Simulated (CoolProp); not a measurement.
Vapour-liquid equilibrium of sulfur hexafluoride (1) + n-pentane (2) at 16.25 °C; x and y are mole fractions of (1).

Model: multi-fluid Helmholtz-energy mixture model, Guder 2009 and Thol 2019; pair parameters Bell 2016, in CoolProp.

```csv
x,bubble pressure (MPa),y at the bubble point,dew pressure at overall composition x (MPa),liquid density (mol/L)
0.05,0.3788,0.863,0.05146,8.810
0.125,0.7980,0.930,0.05596,8.929
0.2,1.112,0.947,0.06130,9.041
0.275,1.319,0.953,(withheld),9.147
0.35,1.438,0.956,(withheld),9.245
0.425,1.493,0.958,0.08573,9.334
0.5,1.513,0.958,0.09880,9.413
0.575,(withheld),0.959,0.1166,9.481
0.65,1.534,0.959,0.1421,9.539
0.725,1.563,0.961,0.1821,(withheld)
0.8,1.616,0.965,0.2533,9.630
0.875,1.699,0.972,0.4166,9.672
0.95,1.816,0.986,1.203,9.725
```

Task: Fill in the missing entries.

Result: 
- 0.275, dew pressure at overall composition x (MPa): 0.06775
- 0.35, dew pressure at overall composition x (MPa): 0.07569
- 0.575, bubble pressure (MPa): 1.521
- 0.725, liquid density (mol/L): 9.588

No azeotrope shows between x = 0.05 and 0.95.

Pair parameters are fitted to limited data, so mixtures are less certain than the pure fluids. With so large a gap from Raoult's law the liquid may split in two, which this calculation doesn't test in full.
